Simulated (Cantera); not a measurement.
Charge: 1 mol SiC, 0.15 mol H₂, at 5.20 mbar.

Equilibrium computed with Cantera from the NASA thermochemical tables; the gas is ideal and each condensed phase is pure. Candidate condensed phases: C, C₆H₆, C₇H₈, C₈H₁₈, Si, SiC; 99 gas species. Ions and electrons are included (thermal ionisation). Gases not in the tables: Si₂H₆ and higher silanes. Rates play no part.

Which condensed phases are stable at each of these points (T (K)): 2000, 2500, 3000, 3500, 4000, 4500, 5000?


```json
[
 {"T (K)": "2000", "condensed phases": "SiC(s)", "Si condensed (%)": "100.0"},
 {"T (K)": "2500", "condensed phases": "C(graphite) + SiC(s)", "Si condensed (%)": "91.0"},
 {"T (K)": "3000", "condensed phases": "gas only", "Si condensed (%)": "0.0"},
 {"T (K)": "3500", "condensed phases": "gas only", "Si condensed (%)": "0.0"},
 {"T (K)": "4000", "condensed phases": "gas only", "Si condensed (%)": "0.0"},
 {"T (K)": "4500", "condensed phases": "gas only", "Si condensed (%)": "0.0"},
 {"T (K)": "5000", "condensed phases": "gas only", "Si condensed (%)": "0.0"}
]
```

At 2000 K the condensed part is SiC(s). At 2500 K the condensed part is C(graphite) + SiC(s). From 3000 K to 5000 K nothing is condensed.
